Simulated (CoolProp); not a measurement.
The fluid at 193.75 K and 0.784 MPa is throttled through a valve to 0.136 MPa with no heat exchange. The same conditions are run with several fluids, on thermodynamics alone (safety and materials aside).

Model: reference Helmholtz-energy equation of state of each fluid (nitrous oxide: Lemmon 2006; cyclopentane: Gedanitz 2015; n-perfluorohexane: Gao 2022; R142b: Lemmon 2006; n-perfluorobutane: Gao 2022), in CoolProp.

```json
[
 {"fluid": "nitrous oxide", "temperature change (K)": "-4.0", "final phase": "two-phase, vapour fraction 0.019", "final density (kg/m³)": "174"},
 {"fluid": "cyclopentane", "temperature change (K)": "+0.4", "final phase": "liquid", "final density (kg/m³)": "837"},
 {"fluid": "n-perfluorohexane", "temperature change (K)": "+0.3", "final phase": "liquid", "final density (kg/m³)": "1970"},
 {"fluid": "R142b", "temperature change (K)": "+0.3", "final phase": "liquid", "final density (kg/m³)": "1340"},
 {"fluid": "n-perfluorobutane", "temperature change (K)": "+0.2", "final phase": "liquid", "final density (kg/m³)": "1860"}
]
```
